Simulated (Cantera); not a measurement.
Feed: 1 mol CuF2, 18 mol H2O, 0.14 mol N2, held at 1623 K.

These are equilibrium values from Cantera (NASA tables, ideal gas, pure condensed phases), not measurements of a reactor. Candidate condensed phases: Cu, CuF2, CuO, Cu(OH)2, Cu2O, H2O; 45 gas species. Rates play no part.

Question: Which condensed phases are stable at each of these points (P (Pa)): 0.100, 1.60, 25, 400, 6300, 100000?

Answer: 
```
P (Pa)  condensed phases  Cu condensed (%)
------  ----------------  ----------------
0.100           gas only               0.0
1.60            gas only               0.0
25              gas only               0.0
400                Cu(l)              66.2
6300             Cu2O(l)              96.2
100000           Cu2O(l)              99.4
```

From 1.00e-6 bar to 0.000250 bar nothing is condensed. At 0.00400 bar the condensed part is Cu(l). From 0.0630 bar to 1.00 bar the condensed part is Cu2O(l).
